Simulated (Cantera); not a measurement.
Input: 1 mol Cr2O3, 1500 mol H2, 0.16 mol H2O, at 13.0 mbar.

These are equilibrium values from Cantera (NASA tables, ideal gas, pure condensed phases), not measurements of a reactor. Candidate condensed phases: Cr, Cr2O3, H2O; 13 gas species. Equilibrium is a limit: real reactors are often held back by kinetics, nucleation or transport.

Question: At 1648 K, list the 4 most abundant gas species with their mole fractions, and the condensed phases.

Answer: H2 0.996, H2O 0.00210, H 0.000780, Cr 0.000685. Condensed: Cr(s).
